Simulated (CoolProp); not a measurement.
Computed with CoolProp (reference Helmholtz-energy equation of state, Platzer 1990). This equation is an older, rougher fit; its heat capacities, sound speeds and derivatives of the liquid may be far off and weren't checked against measurements.

Problem. Give the vapour pressure (MPa), liquid density (kg/m³), enthalpy of vaporisation (kJ/kg), surface tension (mN/m) of saturated CF4 (R14) at -118.65, -112.55 °C.

Solution. 
```
T (°C)   p (MPa)  liquid density (kg/m³)  enthalpy of vaporisation (kJ/kg)  surface tension (mN/m)
-------  -------  ----------------------  --------------------------------  ----------------------
-118.65    0.188                    1550                               129                    10.3
-112.55    0.268                    1520                               125                    9.27
```

Surface tension comes from a separate correlation (Mulero 2012).
